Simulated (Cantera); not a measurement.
An adiabatic, constant-pressure homogeneous reactor starts with H₂ : O₂ : N₂ : H₂O = 1 : 0.263 : 1.1 : 0.14 (molar parts), at 1550 K and 9.87 atm.

Cantera simulation using GRI-Mech 3.0 (53 species, 325 reactions); the numbers are that mechanism's predictions, not measurements. The hydrogen kinetics of GRI-Mech 3.0 are dated; newer H2 mechanisms differ, most at raised pressure.

x: mole fraction; the columns are a selection and need not sum to one.

| t (s) | T (K) | x H₂ | x O₂ | x H₂O | x NO₂ | x N₂O | x NO |
|---|---|---|---|---|---|---|---|
| 1.00e-6 | 1554 | 0.398 | 0.104 | 0.0572 | <1e-12 | 7.39e-10 | 1.28e-10 |
| 3.59e-6 | 2693 | 0.198 | 0.000771 | 0.275 | 3.52e-9 | 6.86e-8 | 4.42e-5 |
| 1.29e-5 | 2853 | 0.205 | 0.000161 | 0.287 | 4.90e-9 | 8.76e-8 | 8.94e-5 |
| 4.64e-5 | 2858 | 0.206 | 0.000146 | 0.287 | (withheld) | 8.95e-8 | (withheld) |
| 0.000167 | 2857 | 0.206 | 0.000143 | 0.287 | (withheld) | (withheld) | (withheld) |
| 0.000599 | 2855 | 0.206 | 0.000141 | 0.287 | 4.18e-8 | 1.12e-7 | 0.000795 |
| 0.00215 | 2855 | 0.206 | 0.000141 | 0.287 | 4.26e-8 | 1.13e-7 | 0.000809 |
| 0.00774 | 2855 | 0.206 | 0.000141 | 0.287 | 4.26e-8 | 1.13e-7 | 0.000809 |
| 0.0278 | 2855 | 0.206 | 0.000141 | 0.287 | 4.26e-8 | 1.13e-7 | 0.000809 |
| 0.100 | 2855 | 0.206 | 0.000141 | 0.287 | 4.26e-8 | 1.13e-7 | 0.000809 |

### Question
Fill in the missing entries.

### Answer

- 4.64e-5, x NO₂: 1.04e-8
- 4.64e-5, x NO: 0.000195
- 0.000167, x NO₂: 2.64e-8
- 0.000167, x N₂O: 9.73e-8
- 0.000167, x NO: 0.000499
